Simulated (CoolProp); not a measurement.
A closed Brayton cycle with carbon dioxide: compressor inlet 323.15 K and 9.2 MPa, high pressure 26.1 MPa, turbine inlet 880 K, compressor efficiency 0.8, turbine efficiency 0.85, recuperator effectiveness 0.8 (on enthalpy, no pinch check). Each further row changes one setting.

Computed with CoolProp (reference Helmholtz-energy equation of state, Span 1996).

```
case                           thermal efficiency (%)  net work (kJ/kg)  compressor to turbine work  compressor exit (K)  turbine exit (K)
-----------------------------  ----------------------  ----------------  --------------------------  -------------------  ----------------
as stated                                        28.2              87.8                        0.37                401.3             757.0
turbine inlet 830 K                              27.1              79.0                        0.39                401.3             711.2
compressor inlet 333.15 K                        26.8              78.5                        0.43                423.0             757.0
high pressure 22.2 MPa                           26.5              77.5                        0.35                388.8             775.5
recuperator effectiveness 0.5                    20.1              87.8                        0.37                401.3             757.0
```
